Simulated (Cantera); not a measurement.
An adiabatic, constant-volume homogeneous reactor starts with CH4 : O2 : N2 : H2O = 1 : 1.67 : 6.27 : 0.35 (molar parts), at 1050 K and 10.0 bar. Integrator tolerance rtol = 1e-08.

Detailed kinetics in Cantera: GRI-Mech 3.0 (53 species, 325 reactions).

**Question.** What does this change do: initial temperature 1050 to 1098 K?

**Answer.** 
| quantity | before | after |
|---|---|---|
| time of steepest temperature rise | 37.9 ms | 18.7 ms |
| temperature at 0.500 s | 2901 K | 2923 K |
| equilibrium temperature | 2901 K | 2923 K |
| x(CH4) at 0.500 s | 3.39e-12 (gas-phase equilibrium 3.95e-12) | 3.17e-12 (gas-phase equilibrium 3.72e-12) |
| x(O2) at 0.500 s | 0.00196 (gas-phase equilibrium 0.00196) | 0.00226 (gas-phase equilibrium 0.00226) |
| x(H2O) at 0.500 s | 0.208 (gas-phase equilibrium 0.208) | 0.207 (gas-phase equilibrium 0.207) |
| x(H2O2) at 0.500 s | 7.34e-7 (gas-phase equilibrium 7.34e-7) | 7.96e-7 (gas-phase equilibrium 7.96e-7) |
| x(C2H2) at 0.500 s | <1e-12 (gas-phase equilibrium <1e-12) | <1e-12 (gas-phase equilibrium <1e-12) |
| x(C2H6) at 0.500 s | <1e-12 (gas-phase equilibrium <1e-12) | <1e-12 (gas-phase equilibrium <1e-12) |

**Question.** What does this change do: 0.13 parts CO2 added?

**Answer.** 
```json
[
 {"quantity": "time of steepest temperature rise", "before": "37.9 ms", "after": "38.5 ms"},
 {"quantity": "temperature at 0.500 s", "before": "2901 K", "after": "2870 K"},
 {"quantity": "equilibrium temperature", "before": "2901 K", "after": "2870 K"},
 {"quantity": "x(CH4) at 0.500 s", "before": "3.39e-12 (gas-phase equilibrium 3.95e-12)", "after": "2.65e-12 (gas-phase equilibrium 3.10e-12)"},
 {"quantity": "x(O2) at 0.500 s", "before": "0.00196 (gas-phase equilibrium 0.00196)", "after": "0.00200 (gas-phase equilibrium 0.00200)"},
 {"quantity": "x(H2O) at 0.500 s", "before": "0.208 (gas-phase equilibrium 0.208)", "after": "0.208 (gas-phase equilibrium 0.208)"},
 {"quantity": "x(H2O2) at 0.500 s", "before": "7.34e-7 (gas-phase equilibrium 7.34e-7)", "after": "7.03e-7 (gas-phase equilibrium 7.03e-7)"},
 {"quantity": "x(C2H2) at 0.500 s", "before": "<1e-12 (gas-phase equilibrium <1e-12)", "after": "<1e-12 (gas-phase equilibrium <1e-12)"},
 {"quantity": "x(C2H6) at 0.500 s", "before": "<1e-12 (gas-phase equilibrium <1e-12)", "after": "<1e-12 (gas-phase equilibrium <1e-12)"}
]
```
